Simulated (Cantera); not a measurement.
Charge: 1 mol SiCl4, 1.6 mol Cl2, 0.96 mol H2, 0.72 mol HCl, held at 1300 °C and 0.100 bar.

Cantera equilibrium calculation (NASA polynomials, part measured and part estimated; ideal gas, pure solids and liquids). Candidate condensed phases: Si; 19 gas species. The tables' values for SiCl3 are old estimates; treat these amounts as uncertain. The numbers say what is thermodynamically allowed, not how fast it happens.

Base state: HCl 0.588, SiCl4 0.223, Cl2 0.0968, Cl 0.0919, SiCl3 0.000187 (mole fractions); condensed: gas only.

Q: What changes in the equilibrium state with this change: pressure from 0.100 bar to 1.00 bar?

A: 
```csv
species,before,after
HCl,0.588,0.606
SiCl4,0.223,0.230
Cl2,0.0968,0.130
Cl,0.0919,0.0337
SiCl3,0.000187,5.26e-5
```

Q: What changes in the equilibrium state with this change: Cl2 from 1.6 to 1.3 mol?

A: 
```csv
species,before,after
HCl,0.588,0.641
SiCl4,0.223,0.243
Cl,0.0919,0.0659
Cl2,0.0968,0.0498
SiCl3,0.000187,0.000284
```

Q: What changes in the equilibrium state with this change: temperature from 1300 °C to 1427 °C?

A: 
```csv
species,before,after
HCl,0.588,0.570
SiCl4,0.223,0.215
Cl,0.0919,0.152
Cl2,0.0968,0.0626
SiCl3,0.000187,0.00102
```
